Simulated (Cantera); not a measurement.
An adiabatic, constant-pressure homogeneous reactor starts with CH₄ : CO : O₂ : N₂ : H₂O = 1 : 0.5 : 4.5 : 16.9 : 1.3 (molar parts), at 1650 K and 17.8 atm. Integrator tolerance rtol = 1e-08.

Model: GRI-Mech 3.0 (53 species, 325 reactions), integrated in Cantera. The pressure lies above the range GRI-Mech 3.0 was tuned for (to about 10 atm).

```tsv
quantity	before	after
time of steepest temperature rise	27.3 µs	25.6 µs
temperature at 7.00 s	2543 K	2716 K
equilibrium temperature	2543 K	2716 K
x(CH₄) at 7.00 s	<1e-12 (gas-phase equilibrium <1e-12)	<1e-12 (gas-phase equilibrium <1e-12)
x(CO) at 7.00 s	0.00226 (gas-phase equilibrium 0.00226)	0.00395 (gas-phase equilibrium 0.00395)
x(O₂) at 7.00 s	0.0852 (gas-phase equilibrium 0.0852)	0.0827 (gas-phase equilibrium 0.0827)
x(H₂O) at 7.00 s	0.133 (gas-phase equilibrium 0.133)	0.130 (gas-phase equilibrium 0.130)
x(HO₂) at 7.00 s	1.92e-5 (gas-phase equilibrium 1.92e-5)	3.17e-5 (gas-phase equilibrium 3.17e-5)
```

Problem. Name the change that produced these shifts.
(A) initial temperature 1650 to 1273 K
(B) initial temperature 1650 to 1798 K
(C) pressure from 17.8 atm to 20.7 atm
(D) constant volume in place of constant pressure

Solution. D, constant volume in place of constant pressure
